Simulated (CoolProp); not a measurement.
A closed Brayton cycle with dry air: compressor inlet 314.15 K and 3.4 MPa, high pressure 8.18 MPa, turbine inlet 665 K, compressor efficiency 0.8, turbine efficiency 0.9, recuperator effectiveness 0.8 (on enthalpy, no pinch check). Each further row changes one setting.

Computed with CoolProp (reference Helmholtz-energy equation of state, Lemmon 2000). It is a pseudo-pure fit of the blend.

| case | thermal efficiency (%) | net work (kJ/kg) | compressor to turbine work | compressor exit (K) | turbine exit (K) |
|---|---|---|---|---|---|
| as stated | 14.2 | 23.2 | 0.83 | 426.5 | 536.7 |
| turbine inlet 615 K | (withheld) | (withheld) | (withheld) | 426.5 | 495.1 |
| compressor inlet 324.15 K | 12.1 | 19.4 | (withheld) | 439.9 | 536.7 |
| high pressure 6.95 MPa | (withheld) | 23.7 | (withheld) | 403.5 | 558.5 |
| recuperator effectiveness 0.5 | 11.7 | 23.2 | 0.83 | 426.5 | 536.7 |

What belongs in the gaps?


- turbine inlet 615 K, thermal efficiency (%): 8.8
- turbine inlet 615 K, net work (kJ/kg): 12.8
- turbine inlet 615 K, compressor to turbine work: 0.90
- compressor inlet 324.15 K, compressor to turbine work: 0.86
- high pressure 6.95 MPa, thermal efficiency (%): 15.8
- high pressure 6.95 MPa, compressor to turbine work: 0.79
